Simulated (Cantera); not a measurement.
**Hydrocarbon pyrolysis for carbon deposition**

A perfectly stirred reactor is fed with C2H6 : H2 = 1 : 1.6 (molar parts), at 1.65 Torr; it is held at 1573 K, and followed from long to short residence time.

Model: GRI-Mech 3.0 (53 species, 325 reactions), integrated in Cantera. GRI-Mech 3.0 stops at C3 and has no aromatics, soot or wall deposition, so with more carbon than oxygen in the feed, carbon stays in small species such as C2H2 where larger ones or solid carbon would form. Radical loss at walls, strong at low pressure, is not modelled.

```tsv
τ (s)	x C2H6	x H2	x C2H	x CH4	x CH3
1.9	0.000463	0.716	9.43e-7	0.0881	0.00312
1.0	0.000848	0.699	9.72e-7	0.109	0.00419
0.59	0.00139	0.684	9.91e-7	0.128	0.00531
0.34	0.00233	0.666	1.00e-6	0.150	0.00677
0.19	0.00400	0.646	1.00e-6	0.173	0.00870
0.11	0.00663	0.627	9.78e-7	0.193	0.0110
0.061	0.0114	0.606	9.18e-7	0.213	0.0140
0.034	0.0194	0.587	8.11e-7	0.227	0.0178
0.019	0.0327	0.571	6.54e-7	0.232	0.0223
0.011	0.0529	0.562	4.73e-7	0.225	0.0271
0.0062	0.0860	0.561	2.81e-7	0.201	0.0319
```
x: mole fraction; the columns are a selection and need not sum to one.
